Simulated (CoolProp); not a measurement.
Octamethylcyclotetrasiloxane (D4) along the isotherm 620 K: Z from the reference equation and from simpler models built on Tc = 586.5 K, pc = 13.47 bar, ω = 0.598; each cubic takes its own stable root.

Computed with CoolProp (reference Helmholtz-energy equation of state, Thol 2015).

```csv
p (bar),phase,reference
8.42,gas,0.7995
16.8,supercritical,0.5219
25.3,supercritical,0.3526
33.7,supercritical,0.4011
42.1,supercritical,0.4669
50.5,supercritical,0.5354
58.9,supercritical,0.6041
67.4,supercritical,0.6733
75.8,supercritical,0.7411
84.2,supercritical,0.8082
92.6,supercritical,0.8748
101,supercritical,0.9407
109,supercritical,1.003
118,supercritical,1.072
126,supercritical,1.134
135,supercritical,1.202
```

Question: How far does each simpler model (van der Waals, Redlich-Kwong, Soave-Redlich-Kwong, Peng-Robinson) lie from the reference over these 16 states: mean and median of the absolute difference, and the worst?

Answer: 
- van der Waals: mean 27.9 %, median 31.4 %, worst +31.8 % at 620 K and 135 bar
- Redlich-Kwong: mean 4.8 %, median 4.3 %, worst -11.6 % at 620 K and 16.8 bar
- Soave-Redlich-Kwong: mean 7.8 %, median 6.3 %, worst +19.3 % at 620 K and 25.3 bar
- Peng-Robinson: mean 4.1 %, median 4.3 %, worst +9.9 % at 620 K and 25.3 bar
